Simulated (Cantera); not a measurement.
A perfectly stirred reactor is fed with CO : H2 : CH4 : O2 : N2 = 1 : 1.3 : 0.6 : 1.96 : 7.36 (molar parts), at 10500 Torr; it is adiabatic with a 723 K inlet, and is followed from long to short residence time, starting on the burning branch (τ in s: 0.036, 0.018, 0.0088, 0.0044, 0.0022, 0.0011, 0.00054, 0.00027, 0.00013, 6.6e-05, 3.3e-05, 1.6e-05).

Detailed kinetics in Cantera: GRI-Mech 3.0 (53 species, 325 reactions). The pressure lies above the range GRI-Mech 3.0 was tuned for (to about 10 atm).

One state of this run: T (K) = 2581; x CO = 0.0532; x H2 = 0.0189; x CH4 = 6.62e-6; x OH = 0.00370; x CH3 = 4.94e-6; x CH2 = 3.43e-7; x CH2O = 8.38e-7. x: mole fraction; the columns are a selection and need not sum to one.

Which value of τ (s) does it belong to?
A. 0.0088
B. 0.0022
C. 0.036
D. 0.018

B, 0.0022
